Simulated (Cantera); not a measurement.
**Moist CO burnout**

An isothermal, constant-pressure homogeneous reactor starts with CO : O₂ : H₂O : N₂ = 0.0017 : 0.026 : 0.038 : 1 (molar parts), equivalence ratio 0.033, at 1475 K and 1.00 atm.

Computed with Cantera and GRI-Mech 3.0 (53 species, 325 reactions).

```
t (s)        x CO    x O₂   x H₂O     x NO      x OH     x N₂O     x H₂
--------  -------  ------  ------  -------  --------  --------  -------
0.000100  0.00160  0.0244  0.0357   <1e-12   2.45e-8    <1e-12  1.06e-9
0.000453  0.00159  0.0244  0.0357   <1e-12   4.84e-7  1.63e-11  6.29e-8
0.00205   0.00101  0.0240  0.0354  2.16e-9  0.000332   5.77e-8  8.58e-5
0.00928   1.24e-5  0.0236  0.0356  4.85e-8  0.000108   4.02e-7  8.31e-6
0.0420    1.94e-7  0.0236  0.0357  5.69e-8   3.39e-5   2.51e-7  7.62e-7
0.190     3.59e-8  0.0236  0.0357  5.96e-8   2.19e-5   3.55e-8  3.19e-7
0.862     3.47e-8  0.0236  0.0357  6.44e-8   2.17e-5   2.70e-8  3.13e-7
3.90      3.47e-8  0.0236  0.0357  8.61e-8   2.17e-5   2.70e-8  3.13e-7
17.7      3.47e-8  0.0236  0.0357  1.84e-7   2.17e-5   2.70e-8  3.13e-7
80.0      3.47e-8  0.0236  0.0357  6.28e-7   2.17e-5   2.70e-8  3.13e-7
```
x: mole fraction; the columns are a selection and need not sum to one.

Equilibrium at this temperature and pressure: CO 3.49e-8, O₂ 0.0234, H₂O 0.0357, NO 0.000396, OH 2.16e-5, N₂O 2.69e-8, H₂ 3.14e-7 (gas phase only).
